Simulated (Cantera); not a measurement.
Input: 1 mol MgO, a varied amount of HCl, 4.8 mol H₂, equilibrated at 0.133 bar.

Equilibrium computed with Cantera from the NASA thermochemical tables; the gas is ideal and each condensed phase is pure. Candidate condensed phases: H₂O, Mg, MgCl₂, MgO, Mg(OH)₂; 22 gas species. Kinetics and transport are ignored.

Question: What condenses at these points (T in K, n(HCl) in mol): (1398, 9.9); (1698, 37); (1298, 37); (998, 15); (1298, 9.9); (1698, 12)?

Answer: 
| T (K) | n(HCl) in mol | condensed phases | Mg condensed (%) |
|---|---|---|---|
| 1398 | 9.9 | MgO | 55.1 |
| 1698 | 37 | gas only | 0.0 |
| 1298 | 37 | gas only | 0.0 |
| 998 | 15 | MgCl₂ + MgO | 97.3 |
| 1298 | 9.9 | MgO | 70.9 |
| 1698 | 12 | gas only | 0.0 |
